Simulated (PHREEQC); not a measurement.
# Nickel, zinc or cadmium bath (model solution)

Dissolve 0.39 mmol/kgw CdSO4, 0.083 mmol/kgw H3BO3 and 0.0041 mmol/kgw MnSO4 at 50 °C. Closed to the air; pH follows from the charge balance.

The numbers come from PHREEQC with the ion-association model, phreeqc.dat.

Precipitation was switched off in this run.

What pH, specific conductance does the model give?

pH 6.30; specific conductance 149 µS/cm.

In which forms is S present?

SO4-2 92 %, CdSO4 7.7 % of the S.

Complexes and solids missing from the database can't appear. Away from 25 °C the constants follow the database's enthalpies or fits; those with neither stay at their 25 °C values.
